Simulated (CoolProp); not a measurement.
The fluid at 368.83 K and 0.0277 MPa is compressed adiabatically to 0.207 MPa with isentropic efficiency 0.75. The same conditions are run with several fluids, on thermodynamics alone (safety and materials aside).

Model: reference Helmholtz-energy equation of state of each fluid (toluene: Lemmon 2006; cyclopentane: Gedanitz 2015; n-heptane: Span 2003; hydrogen sulfide: Lemmon 2006), in CoolProp.

Question: Rank toluene, cyclopentane, n-heptane, hydrogen sulfide by work (kJ/kg), highest first.

Answer: hydrogen sulfide (307), cyclopentane (125), toluene (92.4), n-heptane (82.5)

```csv
fluid,final temperature (K),final density (kg/m³)
toluene,433.5,5.60
cyclopentane,443.2,4.04
n-heptane,412.6,6.54
hydrogen sulfide,648.5,1.31
```
